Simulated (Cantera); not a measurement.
What does this Cantera script print?

```python
import numpy as np
import cantera as ct

gas_names = [...]  # 113 gases of nasa_gas.yaml made of C, H, O, Pb
cond_names = """
    C(gr) C6H6(L) C7H8(L) C8H18(L),n-octa H2O(s) H2O(L) Pb(cr) Pb(L) PbO(rd) PbO(yw) PbO(L) PbO2(s)
    Pb3O4(s)
""".split()


# ... load() reads the species with a 1 bar reference pressure and builds the phases ...
atoms = {
    'PbO': {'Pb': 1, 'O': 1},
    'CO': {'C': 1, 'O': 1},
    'H2': {'H': 2},
}
top_T = {'C(gr)': 4500, 'Pb3O4(s)': 820}  # K; cautious upper limits of use, not melting points


# ... equilibrate(T, P, feed) seeds the gas with the atoms and calls Mixture.equilibrate('TP', solver="vcs", rtol=1e-11, max_steps=5000) ...
results = []
feed = {'PbO': 1, 'CO': 9.4, 'H2': 0.37}  # mol
P = 120000  # Pa
for T in [998, 1048, 1098, 1148, 1198, 1248, 1298, 1348, 1398, 1448, 1498, 1548, 1598]:
    mix = equilibrate(T, P, feed)
    results.append((T, P, feed, dict(zip(mix.species_names, mix.species_moles))))

top = {s: max(r[3][s] / sum(r[3][g] for g in gas_names) for r in results) for s in gas_names}
cols = sorted((s for s in top if top[s] > 1e-05), key=lambda s: -top[s])[:7]
seen = [c for c in cond_names if any(r[3].get(c, 0) > 1e-12 for r in results)]
print("log10 of partial pressures in bar; condensed amounts in mol")
print(f"{'T/K':>10s}" + "".join(f"{s[:9]:>10s}" for s in cols + seen))
for T, P, feed, n in results:
    ng = sum(n[g] for g in gas_names)
    print(f"{T:10.4g}" + "".join(f"{np.log10(max(n[s] / ng * P / 1e5, 1e-99)):10.3f}" for s in cols)
          + "".join(f"{n.get(c, 0):10.4g}" for c in seen))
```

It prints:

```
log10 of partial pressures in bar; condensed amounts in mol
       T/K        CO       CO2        Pb        H2       H2O       CH4       Pb2     C(gr)     Pb(L)
       998    -0.106    -0.440    -4.810    -1.390    -1.885    -3.790   -10.325     1.567    0.9999
      1048    -0.022    -0.698    -4.350    -1.388    -2.138    -4.010    -9.555    0.5899    0.9997
      1098     0.015    -0.927    -3.933    -1.391    -2.331    -4.300    -8.857         0     0.999
      1148     0.016    -0.930    -3.553    -1.397    -2.271    -4.847    -8.223         0    0.9977
      1198     0.016    -0.933    -3.205    -1.405    -2.218    -5.351    -7.643         0    0.9949
      1248     0.016    -0.936    -2.886    -1.413    -2.172    -5.816    -7.111         0    0.9894
      1298     0.016    -0.939    -2.592    -1.421    -2.131    -6.246    -6.621         0    0.9791
      1348     0.015    -0.942    -2.321    -1.429    -2.095    -6.646    -6.169         0    0.9609
      1398     0.014    -0.946    -2.069    -1.438    -2.063    -7.018    -5.751         0    0.9301
      1448     0.012    -0.950    -1.836    -1.448    -2.035    -7.368    -5.363         0    0.8796
      1498     0.009    -0.956    -1.618    -1.458    -2.012    -7.699    -5.002         0    0.7997
      1548     0.004    -0.964    -1.415    -1.471    -1.993    -8.014    -4.665         0    0.6762
      1598    -0.004    -0.974    -1.225    -1.486    -1.979    -8.318    -4.350         0    0.4888
```

Method: chemical equilibrium by Gibbs-energy minimisation in Cantera with the NASA 1993 tables (ideal gas, pure condensed phases).
